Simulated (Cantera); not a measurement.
An isothermal, constant-pressure homogeneous reactor starts with H₂ : O₂ : N₂ = 0.37 : 1 : 0.64 (molar parts), at 1350 K and 0.860 bar.

Cantera simulation using GRI-Mech 3.0 (53 species, 325 reactions); the numbers are that mechanism's predictions, not measurements. The temperature is held fixed by assumption; the heat of reaction is taken as removed at once.

One state of this run: x H₂ = 6.72e-8; x O₂ = 0.447; x O = 3.06e-7; x NO₂ = 3.77e-8; x N₂O = 2.12e-8; x NO = 3.14e-6; x HO₂ = 1.43e-7. x: mole fraction; the columns are a selection and need not sum to one.

Q: Which value of t (s) does it belong to?
(A) 7.13
(B) 0.000489
(C) 0.00142
(D) 0.00411

A: A, 7.13
